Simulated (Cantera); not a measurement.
Input: 1 mol Al, 6.3 mol N₂O, 130 mol H₂, equilibrated at 1577 °C and 1.65 Torr.

Equilibrium computed with Cantera from the NASA thermochemical tables; the gas is ideal and each condensed phase is pure. Candidate condensed phases: Al, AlN, Al₂O₃, H₂O; 35 gas species. Equilibrium is a limit: real reactors are often held back by kinetics, nucleation or transport.

Q: What is the equilibrium state?

A: 
```json
{
  "x(H₂)": "0.908",
  "x(N₂)": "0.0460",
  "x(H₂O)": "0.0350",
  "x(H)": "0.0109",
  "x(OH)": "3.12e-5",
  "n(Al₂O₃(s))": "0.500 mol",
  "gas_amount": "137.1 mol",
  "log10 activity of Al(l) (absent)": "-7.05"
}
```
